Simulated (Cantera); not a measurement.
**SiCl4 + HCl + H2 (chlorosilane synthesis and conversion)**

Feed: 1 mol SiCl4, 3.1 mol HCl, 7.9 mol H2, at 0.460 bar.

Cantera equilibrium calculation (NASA polynomials, part measured and part estimated; ideal gas, pure solids and liquids). Candidate condensed phases: Si; 19 gas species. The tables' values for SiCl3 are old estimates; treat these amounts as uncertain. Rates play no part.

```tsv
T (°C)	x H2	x HCl	x SiCl4	x SiHCl3	x SiCl3
777	0.656	0.261	0.0811	0.00212	0.000124
802	0.656	0.261	0.0806	0.00252	0.000195
827	0.655	0.262	0.0800	0.00296	0.000301
852	0.654	0.262	0.0794	0.00344	0.000454
877	0.654	0.263	0.0786	0.00397	0.000670
902	0.653	0.264	0.0776	0.00453	0.000970
927	0.652	0.265	0.0765	0.00512	0.00138
952	0.650	0.267	0.0751	0.00572	0.00191
977	0.649	0.268	0.0735	0.00632	0.00261
1002	0.647	0.270	0.0715	0.00690	0.00348
1027	0.644	0.273	0.0691	0.00743	0.00455
1052	0.641	0.276	0.0663	0.00787	0.00581
```
x: gas mole fraction; nothing condenses.

From 777 °C to 1052 °C nothing is condensed. The main Si-bearing gas is SiCl4 throughout.
